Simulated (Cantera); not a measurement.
Input (Python, Cantera):

```python
import numpy as np
import cantera as ct

gas = ct.Solution("gri30.yaml")
gas.TPX = 1475, 2700000, {'H2': 1, 'O2': 0.667, 'N2': 2.51}
reactor = ct.IdealGasReactor(gas, energy="on", clone=False)
net = ct.ReactorNet([reactor])
net.rtol, net.atol = 1e-08, 1e-16
show = ['H2', 'O2', 'H2O2', 'HO2', 'O', 'N2O', 'OH']
times = np.geomspace(1e-06, 5, 10)

steps = ct.SolutionArray(gas, extra=["t"])
rows = []
print(f"{'t/s':>10s}{'T/K':>9s}{'P/Pa':>11s}" + "".join(f"{s:>11s}" for s in show))
for t in times:
    while net.time < t:
        t_next = net.step()
        steps.append(gas.state, t=t_next)
    rows.append([np.interp(t, steps.t, y) for y in (steps.T, steps.P, *steps(*show).X.T)])
    print(f"{t:10.3e}{rows[-1][0]:9.1f}{rows[-1][1]:11.4g}" + "".join(f"{x:11.3e}" for x in rows[-1][2:]))
rate = np.gradient(steps.T, steps.t)
print("integrator steps:", len(steps.t))
if steps.T.max() > steps.T[0] + 200:
    print(f"time of steepest temperature rise: {steps.t[rate.argmax()]:.4e} s")
gas.TPX = 1475, 2700000, {'H2': 1, 'O2': 0.667, 'N2': 2.51}
gas.equilibrate("UV")
print(f"equilibrium (UV): T = {gas.T:.1f} K  " + "  ".join(f"{s} {gas[s].X[0]:.3e}" for s in show))
```

Output:

```
       t/s      T/K       P/Pa         H2         O2       H2O2        HO2          O        N2O         OH
 1.000e-06   2722.8  4.618e+06  3.339e-02  4.838e-02  6.348e-06  1.629e-04  1.604e-02  1.448e-06  3.512e-02
 5.550e-06   3170.2  5.209e+06  1.290e-02  3.928e-02  7.505e-06  6.681e-05  5.436e-03  6.960e-06  2.840e-02
 3.081e-05   3150.0  5.171e+06  1.316e-02  3.383e-02  6.780e-06  5.779e-05  4.755e-03  7.552e-06  2.641e-02
 1.710e-04   3146.6  5.165e+06  1.321e-02  3.295e-02  6.661e-06  5.634e-05  4.647e-03  7.729e-06  2.608e-02
 9.491e-04   3146.6  5.165e+06  1.321e-02  3.295e-02  6.661e-06  5.634e-05  4.647e-03  7.729e-06  2.608e-02
 5.268e-03   3146.6  5.165e+06  1.321e-02  3.295e-02  6.661e-06  5.634e-05  4.647e-03  7.729e-06  2.608e-02
 2.924e-02   3146.6  5.165e+06  1.321e-02  3.295e-02  6.661e-06  5.634e-05  4.647e-03  7.729e-06  2.608e-02
 1.623e-01   3146.6  5.165e+06  1.321e-02  3.295e-02  6.661e-06  5.634e-05  4.647e-03  7.729e-06  2.608e-02
 9.008e-01   3146.6  5.165e+06  1.321e-02  3.295e-02  6.661e-06  5.634e-05  4.647e-03  7.729e-06  2.608e-02
 5.000e+00   3146.6  5.165e+06  1.321e-02  3.295e-02  6.661e-06  5.634e-05  4.647e-03  7.729e-06  2.608e-02
integrator steps: 1069
time of steepest temperature rise: 9.5861e-07 s
equilibrium (UV): T = 3146.6 K  H2 1.321e-02  O2 3.295e-02  H2O2 6.661e-06  HO2 5.634e-05  O 4.647e-03  N2O 7.729e-06  OH 2.608e-02
```

Detailed kinetics in Cantera: GRI-Mech 3.0 (53 species, 325 reactions). The hydrogen kinetics of GRI-Mech 3.0 are dated; newer H2 mechanisms differ, most at raised pressure. The pressure lies above the range GRI-Mech 3.0 was tuned for (to about 10 atm). Above 3000 K some thermodynamic fits are extrapolated.
